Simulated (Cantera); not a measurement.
What does this Cantera script print?

```python
import numpy as np
import cantera as ct

gas = ct.Solution("gri30.yaml")
gas.TPX = 575, 790000, {'CH4': 1, 'C2H6': 0.039, 'O2': 1.42, 'N2': 5.36}
inlet = ct.Reservoir(gas, clone=True)
gas.equilibrate("HP")  # start burning
reactor = ct.IdealGasConstPressureReactor(gas, energy="on", clone=False)
exhaust = ct.Reservoir(gas, clone=True)
tau = [0.37, 0.13, 0.043, 0.015, 0.005, 0.0017, 0.00058, 0.0002, 6.7e-05, 2.3e-05, 7.8e-06][0]
for a, b in ((inlet, reactor), (reactor, exhaust)):
    ct.MassFlowController(a, b, mdot=lambda t: reactor.mass / tau)
net = ct.ReactorNet([reactor])
show = ['CH4', 'C2H6', 'O2', 'N2O', 'NO']

rows = []
print(f"{'tau/s':>10s}{'T/K':>9s}" + "".join(f"{s:>11s}" for s in show))
for tau in [0.37, 0.13, 0.043, 0.015, 0.005, 0.0017, 0.00058, 0.0002, 6.7e-05, 2.3e-05, 7.8e-06]:
    net.initial_time = 0.0
    net.advance(30 * tau)
    before = gas.X
    net.advance(40 * tau)
    drift = np.max(np.abs(gas.X - before) / (gas.X + 1e-9))
    rows.append([gas.T, *gas[show].X, drift])
    print(f"{tau:10.3e}{gas.T:9.1f}" + "".join(f"{x:11.3e}" for x in gas[show].X))
```

Output:

```
     tau/s      T/K        CH4       C2H6         O2        N2O         NO
 3.700e-01   2100.5  1.159e-04  7.437e-09  1.023e-05  2.374e-09  2.587e-05
 1.300e-01   2101.2  2.969e-04  3.070e-08  2.795e-05  3.964e-09  3.765e-05
 4.300e-02   2103.0  7.367e-04  1.506e-07  8.089e-05  7.053e-09  5.015e-05
 1.500e-02   2106.1  1.517e-03  6.296e-07  2.181e-04  1.028e-08  5.408e-05
 5.000e-03   2109.1  2.725e-03  2.338e-06  5.941e-04  1.205e-08  4.652e-05
 1.700e-03   2106.9  4.254e-03  7.387e-06  1.537e-03  1.358e-08  3.395e-05
 5.800e-04   2089.2  6.250e-03  2.282e-05  3.900e-03  1.823e-08  2.073e-05
 2.000e-04   2025.0  9.986e-03  9.021e-05  1.077e-02  3.596e-08  7.347e-06
 6.700e-05    575.0  1.279e-01  4.988e-03  1.816e-01  2.509e-21  3.165e-20
 2.300e-05    575.0  1.279e-01  4.988e-03  1.816e-01 -3.372e-25 -4.253e-24
 7.800e-06    575.0  1.279e-01  4.988e-03  1.816e-01 -2.130e-26 -2.687e-25
```

Cantera simulation using GRI-Mech 3.0 (53 species, 325 reactions); the numbers are that mechanism's predictions, not measurements.
